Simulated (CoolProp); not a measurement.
Saturated liquid density (kg/m³) of normal hydrogen: the reference equation beside estimates from Tc = 33.1 K, pc = 1.296 MPa, ω = -0.219.

Computed with CoolProp (reference Helmholtz-energy equation of state, Leachman 2009).

```csv
T (K),reference,van der Waals,Redlich-Kwong
19.1,72.24,59.38,87.64
20.1,71.15,58.20,85.60
21.2,69.88,56.83,83.22
22.2,68.64,55.51,80.92
23.2,67.32,54.13,78.48
24.2,65.91,52.66,75.86
25.2,64.39,51.10,73.07
26.2,62.74,49.43,70.06
27.2,60.93,47.62,66.80
28.3,58.70,45.43,62.86
29.3,56.39,43.21,58.87
30.3,53.67,40.67,54.33
31.3,50.26,37.62,48.96
32.3,45.33,33.57,41.97
```

Absolute difference from the reference over all 14 rows, mean and median: van der Waals 21.3 and 20.9 %, Redlich-Kwong 12.0 and 12.6 %.
